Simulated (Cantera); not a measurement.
A closed system holds: 1 mol SiCl₄, 6.2 mol NH₃, 14 mol H₂, held at 35.0 mbar.

Cantera equilibrium calculation (NASA polynomials, part measured and part estimated; ideal gas, pure solids and liquids). Candidate condensed phases: NH₄Cl, Si, Si₃N₄; 28 gas species. Gases not in the tables: Si₂H₆ and higher silanes. Kinetics and transport are ignored.

Problem. Which condensed phases are stable at each of these points (T (K)): 725, 875, 1025, 1175, 1325, 1475, 1625, 1775, 1925, 2075?

Solution. 
```tsv
T (K)	condensed phases	Si condensed (%)
725	Si₃N₄(s)	95.8
875	Si₃N₄(s)	98.3
1025	Si₃N₄(s)	99.1
1175	Si₃N₄(s)	99.3
1325	Si₃N₄(s)	98.4
1475	Si₃N₄(s)	89.7
1625	Si₃N₄(s)	57.2
1775	Si(l)	18.0
1925	Si(l)	22.7
2075	Si(l)	19.0
```

From 725 K to 1625 K the condensed part is Si₃N₄(s). From 1775 K to 2075 K the condensed part is Si(l).
